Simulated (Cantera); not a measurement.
What does this Cantera script print?

```python
import numpy as np
import cantera as ct

gas = ct.Solution("gri30.yaml")


def delay(T, t_max=10):
    gas.TPX = T, 100000, {'CH4': 1, 'O2': 1.67, 'N2': 6.27}
    reactor = ct.IdealGasConstPressureReactor(gas, clone=False)
    net = ct.ReactorNet([reactor])
    net.rtol, net.atol = 1e-8, 1e-16
    while net.time < t_max:
        t_old, T_old = net.time, reactor.T
        net.step()
        if reactor.T > T + 400:  # ignition: a rise of 400 K
            return t_old + (T + 400 - T_old) / (reactor.T - T_old) * (net.time - t_old)
    return np.nan


taus = []
for T in [1323, 1373, 1423, 1473, 1523, 1573]:
    taus.append(delay(T))
    print(f"T0 = {T:6g} K   tau = {taus[-1]:.4e} s")
```

Result:

```
T0 =   1323 K   tau = 9.6391e-03 s
T0 =   1373 K   tau = 5.1977e-03 s
T0 =   1423 K   tau = 2.8964e-03 s
T0 =   1473 K   tau = 1.6716e-03 s
T0 =   1523 K   tau = 1.0015e-03 s
T0 =   1573 K   tau = 6.2378e-04 s
```

Cantera simulation using GRI-Mech 3.0 (53 species, 325 reactions); the numbers are that mechanism's predictions, not measurements.
